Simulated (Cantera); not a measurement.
## SiC + C + N2 (sublimation and decomposition of ceramics)

A closed system holds: 1 mol SiC, 0.15 mol C, 0.22 mol N2, held at 10.0 Torr.

Equilibrium computed with Cantera from the NASA thermochemical tables; the gas is ideal and each condensed phase is pure. Candidate condensed phases: C, Si, SiC, Si3N4; 20 gas species. The tables' values for SiN are old estimates; treat these amounts as uncertain. Kinetics and transport are ignored.

```csv
T (K),x N2,x Si,x SiC2,x Si2C,x C3,x CN,n C(graphite),n SiC(s)
1673,1.000,4.19e-7,2.74e-9,2.14e-9,<1e-12,2.94e-8,0.150,1.00
1823,1.000,8.86e-6,1.47e-7,1.06e-7,1.72e-11,3.87e-7,0.150,1.000
1973,1.000,0.000117,4.27e-6,2.86e-6,1.06e-9,3.42e-6,0.150,1.000
2123,0.999,0.00107,7.61e-5,4.78e-5,3.59e-8,2.22e-5,0.150,1.000
2273,0.991,0.00730,0.000917,0.000545,7.57e-7,0.000111,0.152,0.998
2423,0.947,0.0390,0.00805,0.00455,1.08e-5,0.000449,0.158,0.987
2573,0.740,0.171,0.0545,0.0294,0.000112,0.00138,0.194,0.914
2723,0.195,0.482,0.224,0.0878,0.000893,0.00215,0.545,0
2873,0.182,0.464,0.303,0.0340,0.00568,0.00561,0.359,0
3023,0.167,0.407,0.359,0.0119,0.0298,0.0132,0.0817,0
```
x: gas mole fraction; n: condensed amount in mol.

From 1673 K to 2573 K the condensed part is C(graphite) + SiC(s). From 2723 K to 3023 K the condensed part is C(graphite). The main Si-bearing gas is Si throughout.
